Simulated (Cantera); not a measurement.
Cantera run:

```python
import numpy as np
import cantera as ct

gas_names = [...]  # 113 gases of nasa_gas.yaml made of C, H, O, Pb
cond_names = """
    C(gr) C6H6(L) C7H8(L) C8H18(L),n-octa H2O(s) H2O(L) Pb(cr) Pb(L) PbO(rd) PbO(yw) PbO(L) PbO2(s)
    Pb3O4(s)
""".split()


# ... load() reads the species with a 1 bar reference pressure and builds the phases ...
atoms = {
    'Pb': {'Pb': 1},
    'H2O': {'H': 2, 'O': 1},
    'CO': {'C': 1, 'O': 1},
}
top_T = {'C(gr)': 4500, 'Pb3O4(s)': 820}  # K; cautious upper limits of use, not melting points


# ... equilibrate(T, P, feed) seeds the gas with the atoms and calls Mixture.equilibrate('TP', solver="vcs", rtol=1e-11, max_steps=5000) ...
results = []
feed = {'Pb': 1, 'H2O': 23, 'CO': 2}  # mol
P = 22000  # Pa
for T in [823, 923, 1023, 1123, 1223, 1323, 1423, 1523]:
    mix = equilibrate(T, P, feed)
    results.append((T, P, feed, dict(zip(mix.species_names, mix.species_moles))))

top = {s: max(r[3][s] / sum(r[3][g] for g in gas_names) for r in results) for s in gas_names}
cols = sorted((s for s in top if top[s] > 0.0001), key=lambda s: -top[s])[:6]
seen = [c for c in cond_names if any(r[3].get(c, 0) > 1e-12 for r in results)]
print("log10 of partial pressures in bar; condensed amounts in mol")
print(f"{'T/K':>10s}" + "".join(f"{s[:9]:>10s}" for s in cols + seen))
for T, P, feed, n in results:
    ng = sum(n[g] for g in gas_names)
    print(f"{T:10.4g}" + "".join(f"{np.log10(max(n[s] / ng * P / 1e5, 1e-99)):10.3f}" for s in cols)
          + "".join(f"{n.get(c, 0):10.4g}" for c in seen))
```

Result:

```
log10 of partial pressures in bar; condensed amounts in mol
       T/K       H2O       CO2        H2        Pb        CO       PbO     Pb(L)
       823    -0.732    -1.765    -1.765    -6.872    -3.357   -12.761         1
       923    -0.732    -1.773    -1.773    -5.596    -3.125   -10.642    0.9997
      1023    -0.731    -1.783    -1.783    -4.574    -2.952    -8.936     0.997
      1123    -0.730    -1.794    -1.794    -3.738    -2.819    -7.532    0.9792
      1223    -0.731    -1.807    -1.807    -3.042    -2.718    -6.357    0.8964
      1323    -0.735    -1.823    -1.823    -2.454    -2.642    -5.359    0.5933
      1423    -0.744    -1.844    -1.843    -2.074    -2.587    -4.626         0
      1523    -0.743    -1.854    -1.852    -2.075    -2.534    -4.319         0
```

These are equilibrium values from Cantera (NASA tables, ideal gas, pure condensed phases), not measurements of a reactor.
